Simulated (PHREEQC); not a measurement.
Model water analysis in mg/L, 25 °C, pH 6.87, pe 11.8: Na 0.0114; K 3.17e-05; Ca 0.013; Mg 0.00428; Cl 0.0205; S(6) as SO4 0.013; Alkalinity as HCO3 0.0363; Si as SiO2 2.03e-05; Br 0.000456; O(0) (dissolved oxygen) 6.68e-06.

Valence states are taken as typed.

The numbers come from PHREEQC with the ion-association model, phreeqc.dat.

The ionic strength is 2.24e-6 mol/kgw and the charge-balance error is 1.5 %.

```json
[
 {"species": "HCO3-", "molality": "6.54e-7", "activity": "6.53e-7", "log γ": "-0.001"},
 {"species": "Cl-", "molality": "5.78e-7", "activity": "5.77e-7", "log γ": "-0.001"},
 {"species": "Na+", "molality": "4.96e-7", "activity": "4.95e-7", "log γ": "-0.001"},
 {"species": "Ca+2", "molality": "3.24e-7", "activity": "3.22e-7", "log γ": "-0.003"},
 {"species": "CO2", "molality": "1.98e-7", "activity": "1.98e-7", "log γ": "0.000"},
 {"species": "Mg+2", "molality": "1.76e-7", "activity": "1.75e-7", "log γ": "-0.003"},
 {"species": "SO4-2", "molality": "1.35e-7", "activity": "1.34e-7", "log γ": "-0.003"},
 {"species": "H+", "molality": "1.35e-7", "activity": "1.35e-7", "log γ": "-0.001"}
]
```

Precipitation was switched off in this run.
